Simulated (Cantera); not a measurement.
## Roasting and sulfation: Fe2O3 + SO3 + O2

Feed: 1 mol Fe2O3, 0.052 mol SO3, 0.68 mol O2, held at 852 °C and 10.0 mbar.

These are equilibrium values from Cantera (NASA tables, ideal gas, pure condensed phases), not measurements of a reactor. Candidate condensed phases: Fe, FeO, FeS, FeSO4, FeS2, Fe2O3, Fe2(SO4)3, Fe3O4, S; 12 gas species. Kinetics and transport are ignored.

```yaml
x(O2): 0.931
x(SO2): 0.0656
x(SO3): 0.00311
n(Fe2O3(s)): 1.00 mol
gas_amount: 0.7568 mol
log10 activity of Fe(α) (absent): -10.80
log10 activity of S(l) (absent): -14.78
```
